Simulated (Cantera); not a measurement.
**Equilibrium for boron, boron nitride and boron oxide: B₂H₆ + H₂O**

A closed system holds: 1 mol B₂H₆, a varied amount of H₂O, held at 380 Pa.

Cantera equilibrium calculation (NASA polynomials, part measured and part estimated; ideal gas, pure solids and liquids). Candidate condensed phases: B, B₂O₃, B₃O₃H₃, H₂O; 23 gas species. The feed counts by its element totals alone. Mutual solubility and eutectic melting of coexisting phases are not modelled. Gases not in the tables: H₃BO₃. The numbers say what is thermodynamically allowed, not how fast it happens.

Stable condensed phases:

```
T in K \ n(H₂O) in mol
         0.14 0.24 0.42 0.73  1.3  2.2  3.8  6.6
   2250     A    A    A    A    A    B    B    B
   2150     A    A    A    A    A    B    B    B
   2050     A    A    A    A    A    B    B    B
   1950     A    A    A    A    A    B    B    B
   1850     A    A    A    A    A    B    B    B
   1750     A    A    A    A    A    B    B    B
   1650     A    A    A    A    A    B    B    B
   1550     A    A    A    A    A    C    D    B
   1450     A    C    C    C    C    C    D    D
   1350     C    C    C    C    C    C    D    D
   1250     C    C    C    C    C    C    D    D
```

A: B; B: gas only; C: B + B₂O₃; D: B₂O₃.
